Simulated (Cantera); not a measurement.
Feed: 1 mol MgO, 7.3 mol C, 2 mol H2, equilibrated at 850 K and 22.0 Pa.

Equilibrium computed with Cantera from the NASA thermochemical tables; the gas is ideal and each condensed phase is pure. Candidate condensed phases: C, C6H6, C7H8, C8H18, H2O, Mg, MgCO3, MgO, Mg(OH)2; 116 gas species. The numbers say what is thermodynamically allowed, not how fast it happens.

Base state: H2 1.000, CH4 0.000137 (mole fractions); condensed: C(graphite) + MgO(s).

Q: What changes in the equilibrium state with this change: pressure from 22.0 Pa to 0.133 bar?

A: 
| species | before | after |
|---|---|---|
| H2 | 1.000 | 0.928 |
| CH4 | 0.000137 | 0.0715 |
| C(graphite), mol | 7.30 | 7.17 |
| MgO(s), mol | 1.00 | 1.00 |
